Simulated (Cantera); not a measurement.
What does this Cantera script print?

```python
import numpy as np
import cantera as ct

gas = ct.Solution("gri30.yaml")
gas.TPX = 1225, 51000, {'CO': 0.0084, 'O2': 0.23, 'H2O': 0.00041, 'N2': 1}
inlet = ct.Reservoir(gas, clone=True)

reactor = ct.IdealGasConstPressureReactor(gas, energy="off", clone=False)
exhaust = ct.Reservoir(gas, clone=True)
tau = [9.4, 2.9, 0.89, 0.28, 0.085, 0.026, 0.0081, 0.0025, 0.00077][0]
for a, b in ((inlet, reactor), (reactor, exhaust)):
    ct.MassFlowController(a, b, mdot=lambda t: reactor.mass / tau)
net = ct.ReactorNet([reactor])
show = ['CO', 'O2', 'H2O', 'NO', 'H2', 'NO2']

rows = []
print(f"{'tau/s':>10s}{'T/K':>9s}" + "".join(f"{s:>11s}" for s in show))
for tau in [9.4, 2.9, 0.89, 0.28, 0.085, 0.026, 0.0081, 0.0025, 0.00077]:
    net.initial_time = 0.0
    net.advance(30 * tau)
    before = gas.X
    net.advance(40 * tau)
    drift = np.max(np.abs(gas.X - before) / (gas.X + 1e-9))
    rows.append([gas.T, *gas[show].X, drift])
    print(f"{tau:10.3e}{gas.T:9.1f}" + "".join(f"{x:11.3e}" for x in gas[show].X))
```

It prints:

```
     tau/s      T/K         CO         O2        H2O         NO         H2        NO2
 9.400e+00   1225.0  9.650e-05  1.829e-01  3.294e-04  2.096e-06  1.631e-08  2.808e-08
 2.900e+00   1225.0  2.124e-04  1.830e-01  3.281e-04  1.475e-06  3.868e-08  1.681e-08
 8.900e-01   1225.0  4.614e-04  1.830e-01  3.263e-04  9.457e-07  8.917e-08  9.054e-09
 2.800e-01   1225.0  9.579e-04  1.832e-01  3.237e-04  5.562e-07  1.904e-07  4.515e-09
 8.500e-02   1225.0  1.922e-03  1.835e-01  3.202e-04  2.771e-07  3.734e-07  1.937e-09
 2.600e-02   1225.0  3.453e-03  1.841e-01  3.166e-04  1.034e-07  5.970e-07  6.473e-10
 8.100e-03   1225.0  5.216e-03  1.848e-01  3.161e-04  2.002e-08  6.348e-07  1.212e-10
 2.500e-03   1225.0  6.525e-03  1.855e-01  3.248e-04  3.867e-10  1.727e-07  2.739e-12
 7.700e-04   1225.0  6.781e-03  1.857e-01  3.310e-04  9.769e-16  1.897e-12  1.491e-20
```

Computed with Cantera and GRI-Mech 3.0 (53 species, 325 reactions).
